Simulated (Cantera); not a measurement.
## C3H8 + H2 + CO2 (carbon deposition, reforming and gasification)

Feed: 1 mol C3H8, 0.49 mol H2, 2.5 mol CO2, equilibrated at 2030 Torr.

Cantera equilibrium calculation (NASA polynomials, part measured and part estimated; ideal gas, pure solids and liquids). Candidate condensed phases: C, C6H6, C7H8, C8H18, H2O; 110 gas species. The numbers say what is thermodynamically allowed, not how fast it happens.

```tsv
T (K)	x H2O	x CO	x H2	x CO2	x CH4	n C(graphite)
525	0.617	3.10e-5	0.00771	0.216	0.159	3.71
625	0.543	0.000795	0.0365	0.245	0.174	3.47
725	0.460	0.00819	0.108	0.262	0.162	3.32
825	0.351	0.0460	0.224	0.258	0.122	3.17
925	0.219	0.159	0.344	0.205	0.0725	2.73
1025	0.102	0.339	0.417	0.107	0.0346	1.83
1125	0.0362	0.467	0.447	0.0345	0.0155	0.982
1225	0.0125	0.511	0.460	0.00944	0.00749	0.633
1325	0.00473	0.523	0.466	0.00285	0.00394	0.534
1425	0.00202	0.526	0.469	0.000996	0.00224	0.507
```
x: gas mole fraction; n: condensed amount in mol.

From 525 K to 1425 K the condensed part is C(graphite). The main C-bearing gas is CO2 at 525 K and CO at 1425 K. The share of C in condensed phases is highest at 525 K (67.5 %) and lowest at 1425 K (9.2 %).
